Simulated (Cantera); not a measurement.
An adiabatic, constant-volume homogeneous reactor starts with 14.2 % H2, 10.7 % O2, 75.1 % N2, equivalence ratio 0.66, at 1100 K and 4.93 atm.

Model: GRI-Mech 3.0 (53 species, 325 reactions), integrated in Cantera. The hydrogen kinetics of GRI-Mech 3.0 are dated; newer H2 mechanisms differ, most at raised pressure.

Predict: time of steepest temperature rise; temperature at 0.100 s; equilibrium temperature; x(H2) at 0.100 s; x(O2) at 0.100 s; x(H2O) at 0.100 s; x(NO) at 0.100 s; x(H2O2) at 0.100 s.

time of steepest temperature rise: 0.683 ms
temperature at 0.100 s: 2328 K
equilibrium temperature: 2328 K
x(H2) at 0.100 s: 0.000625 (gas-phase equilibrium 0.000625)
x(O2) at 0.100 s: 0.0351 (gas-phase equilibrium 0.0351)
x(H2O) at 0.100 s: 0.150 (gas-phase equilibrium 0.150)
x(NO) at 0.100 s: 0.00688 (gas-phase equilibrium 0.00689)
x(H2O2) at 0.100 s: 4.18e-7 (gas-phase equilibrium 4.18e-7)
